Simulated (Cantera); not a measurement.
## Stirred combustor or abatement burner

A perfectly stirred reactor is fed with H2 : O2 : N2 = 1.3 : 0.568 : 2.14 (molar parts), equivalence ratio 1.1, at 1500 Torr; it is adiabatic with a 375 K inlet, and is followed from long to short residence time, starting on the burning branch (τ in s: 0.048, 0.019, 0.0075, 0.003, 0.0012, 0.00047, 0.00019, 7.4e-05, 3e-05, 1.2e-05).

Computed with Cantera and the H2/O2 subset of GRI-Mech 3.0, which has no nitrogen chemistry.

| τ (s) | T (K) | x H2 | x O2 | x O | x H2O2 | x H |
|---|---|---|---|---|---|---|
| 0.048 | 2441 | 0.0493 | 0.000583 | 0.000206 | 7.31e-8 | 0.00348 |
| 0.019 | 2432 | 0.0496 | 0.000748 | 0.000258 | 8.79e-8 | 0.00394 |
| 0.0075 | 2415 | 0.0504 | 0.00110 | 0.000376 | 1.17e-7 | 0.00488 |
| 0.0030 | 2385 | 0.0518 | 0.00179 | 0.000620 | 1.65e-7 | 0.00657 |
| 0.0012 | 2335 | 0.0540 | 0.00301 | 0.00110 | 2.36e-7 | 0.00944 |
| 0.00047 | 2256 | 0.0573 | 0.00503 | 0.00197 | 3.40e-7 | 0.0142 |
| 0.00019 | 2149 | 0.0613 | 0.00786 | 0.00333 | 5.02e-7 | 0.0214 |
| 7.4e-5 | 2003 | 0.0655 | 0.0118 | 0.00527 | 8.42e-7 | 0.0322 |
| 3.0e-5 | 1834 | 0.0701 | 0.0169 | 0.00725 | 1.61e-6 | 0.0453 |
| 1.2e-5 | 1636 | 0.0802 | 0.0256 | 0.00845 | 3.47e-6 | 0.0580 |
x: mole fraction; the columns are a selection and need not sum to one.
